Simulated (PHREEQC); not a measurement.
Make-up at 25 °C: 4.1e-05 mol NaBr, 0.12 mol K2SO4 and 0.0046 mol ZnCl2 per kg of water. Closed to the air; pH follows from the charge balance.

All values are PHREEQC results (ion-association model, wateq4f.dat), not measurements.

Precipitation was switched off in this run.

Q: Estimate the pH, activity of water, ionic strength.

A: pH 6.38; activity of water 0.994; ionic strength 0.301 mol/kgw.

Q: In which forms is K present?

A: K+ 88 %, KSO4- 12 % of the K.
